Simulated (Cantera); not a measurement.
A closed system holds: 1 mol Si3N4, 0.25 mol H2O, 380 mol H2, equilibrated at 10.0 mbar.

These are equilibrium values from Cantera (NASA tables, ideal gas, pure condensed phases), not measurements of a reactor. Candidate condensed phases: H2O, Si, SiO2, Si2N2O, Si3N4; 35 gas species. Mutual solubility and eutectic melting of coexisting phases are not modelled. Rates play no part. All values below are at 1150 K.

Base state: H2 1.000, N2 0.000219 (mole fractions); condensed: Si2N2O(s) + Si3N4(s).

What changes in the equilibrium state with this change: 0.66 mol CO2 added?


```
species             before     after
----------------  --------  --------
H2                   1.000     0.998
N2                0.000219   0.00131
CH4                      0  0.000233
CO                       0  0.000184
Si2N2O(s), mol       0.250      1.50
Si3N4(s), mol        0.833         0
C(graphite), mol         0     0.501
```
Further candidate phases: C, C6H6, C7H8, C8H18, SiC.
